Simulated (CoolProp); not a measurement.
A single-stage vapour-compression cycle with the fluid: evaporating at 282.15 K (dew point), condensing at 342.15 K (bubble point), superheat 2 K, subcooling 5 K, compressor efficiency 0.9, no pressure losses. The same conditions are run with several fluids, on thermodynamics alone (safety and materials aside).

Computed with CoolProp (reference Helmholtz-energy equation of state of each fluid (R245ca: Zhou 2016; R227EA: Lemmon 2016; fluoroethane (R161): Wu 2012; n-pentane: Thol 2019; tetrahydrofuran: Fiedler 2023; n-perfluorobutane: Gao 2022)).

| fluid | cooling COP | pressure ratio | discharge temperature (K) | refrigerating effect (kJ/kg) | volumetric capacity (kJ/m³) |
|---|---|---|---|---|---|
| R245ca | 3.29 | 8.22 | 342.2 | 138 | 414 |
| R227EA | 2.48 | ? | 342.2 | 54.3 | ? |
| fluoroethane (R161) | 3.08 | ? | 367.7 | 237 | 3170 |
| n-pentane | 3.34 | 7.61 | 342.2 | 251 | 284 |
| tetrahydrofuran | 3.69 | 10.9 | ? | 362 | 113 |
| n-perfluorobutane | 2.01 | 5.80 | 342.2 | 31.2 | 519 |

Q: Some entries are withheld; supply them.

A: 
- R227EA, pressure ratio: 5.38
- R227EA, volumetric capacity (kJ/m³): 1160
- fluoroethane (R161), pressure ratio: 4.51
- tetrahydrofuran, discharge temperature (K): 369.3

The compression ends wet for: R245ca; R227EA; n-pentane; n-perfluorobutane.
